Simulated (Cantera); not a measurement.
Input: 1 mol FeS2, 0.28 mol H2S, 0.075 mol O2, held at 0.700 bar.

Cantera equilibrium calculation (NASA polynomials, part measured and part estimated; ideal gas, pure solids and liquids). Candidate condensed phases: Fe, FeO, Fe(OH)2, Fe(OH)3, FeS, FeSO4, FeS2, Fe2O3, Fe2(SO4)3, Fe3O4, H2O, H2SO4, S; 22 gas species. FeS: taken at fixed stoichiometry. Gases not in the tables: S3 to S7. Rates play no part.

Task: Which condensed phases are stable at each of these points (T (K)): 800, 900, 1000, 1100, 1200, 1300, 1400, 1500, 1600, 1700?

Result: 
```
T (K)  condensed phases  Fe condensed (%)
-----  ----------------  ----------------
800             FeS2(s)             100.0
900             FeS2(s)             100.0
1000             FeS(s)             100.0
1100             FeS(s)             100.0
1200             FeS(s)             100.0
1300             FeS(s)             100.0
1400             FeS(s)             100.0
1500             FeS(l)             100.0
1600             FeS(l)             100.0
1700             FeS(l)             100.0
```

From 800 K to 900 K the condensed part is FeS2(s). From 1000 K to 1400 K the condensed part is FeS(s). From 1500 K to 1700 K the condensed part is FeS(l).
